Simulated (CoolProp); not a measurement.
n-hexane at 293.15 K and 2.18 MPa is throttled through a valve to 0.645 MPa with no heat exchange. Each further row changes one setting.

Values from CoolProp's reference Helmholtz-energy equation of state, Thol 2019.

```tsv
case	temperature change (K)	final density (kg/m³)
as stated	+0.6	659
outlet pressure 0.194 MPa	+0.8	659
outlet pressure 0.839 MPa	+0.5	660
```
